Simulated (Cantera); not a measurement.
Feed: 1 mol CuO, 0.55 mol CH₄, 8.5 mol H₂, equilibrated at 2475 K and 0.760 bar.

Equilibrium computed with Cantera from the NASA thermochemical tables; the gas is ideal and each condensed phase is pure. Candidate condensed phases: C, C₆H₆, C₇H₈, C₈H₁₈, Cu, CuO, Cu(OH)₂, Cu₂O, H₂O; 113 gas species. Kinetics and transport are ignored.

Base state: H₂ 0.800, Cu 0.0875, CO 0.0484, H₂O 0.0393, H 0.0231, Cu₂ 0.000576, CO₂ 0.000388, OH 0.000228 (mole fractions); condensed: gas only.

What changes in the equilibrium state with this change: CuO replaced by PbO?


| species | before | after |
|---|---|---|
| H₂ | 0.800 | 0.800 |
| Pb | 0 | 0.0885 |
| CO | 0.0484 | 0.0484 |
| Cu | 0.0875 | 0 |
| Cu₂ | 0.000576 | 0 |
| H₂O | 0.0393 | 0.0392 |
| H | 0.0231 | 0.0231 |
| PbO | 0 | 8.00e-5 |
| Pb₂ | 0 | 1.34e-5 |
| CO₂ | 0.000388 | 0.000387 |
Further candidate phases: Pb, PbO, PbO₂, Pb₃O₄.
